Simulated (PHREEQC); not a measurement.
## Acid mine or pickling water: an equilibrium model

Model water analysis in mg/L, 38 °C, pH 2.44, pe 8.6:

```tsv
constituent	mg/L
Na	2220
K	43.3
Ca	206
Mg	500
Cl	747
S(6) as SO4	6800
Fe(3)	34.3
Zn	1.09
Al	13.7
```

Valence states are taken as typed.

All values are PHREEQC results (ion-association model, phreeqc.dat), not measurements.

```
Property                     Result
--------------------  -------------
ionic strength        0.174 mol/kgw
specific conductance    15400 µS/cm
density                 1.002 g/cm³
total alkalinity       -13.8 meq/kg
charge-balance error          1.0 %
```

```csv
species,molality,activity,log γ
Na+,0.0914,0.0685,-0.125
SO4-2,0.0417,0.0125,-0.523
Cl-,0.0213,0.0154,-0.142
MgSO4,0.0119,0.0124,0.017
Mg+2,0.00886,0.00307,-0.461
HSO4-,0.00796,0.00595,-0.126
NaSO4-,0.00620,0.00465,-0.125
H+,0.00454,0.00363,-0.097
Ca+2,0.00289,0.000942,-0.487
CaSO4,0.00221,0.00230,0.017
K+,0.00101,0.000727,-0.144
FeSO4+,0.000443,0.000329,-0.129
AlSO4+,0.000333,0.000245,-0.134
```

No solid was allowed to form. Saturation is exceeded, for instance for Jarosite-K, Hematite (slow to form); the values hold only as long as no solid forms. Complexes and solids missing from the database can't appear. Constants without temperature data keep their 25 °C values here.
